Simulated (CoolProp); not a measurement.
Vapour-liquid equilibrium of benzene (1) + cyclohexane (2) at 402.9 K; x and y are mole fractions of (1).

Computed with CoolProp (multi-fluid Helmholtz-energy mixture model, Thol 2012 and Zhou 2014; pair parameters Bell 2016).

**Question.** Give the bubble pressure and the first vapour's composition at x = 0.45, 0.55, 0.85. Is there an azeotrope?

**Answer.** x = 0.45: 0.3975 MPa, y = 0.470; x = 0.55: 0.3996 MPa, y = 0.556; x = 0.85: 0.3915 MPa, y = 0.828. y crosses x between x = 0.55 and 0.65: the model has an azeotrope there.

Pair parameters are fitted to limited data, so mixtures are less certain than the pure fluids.
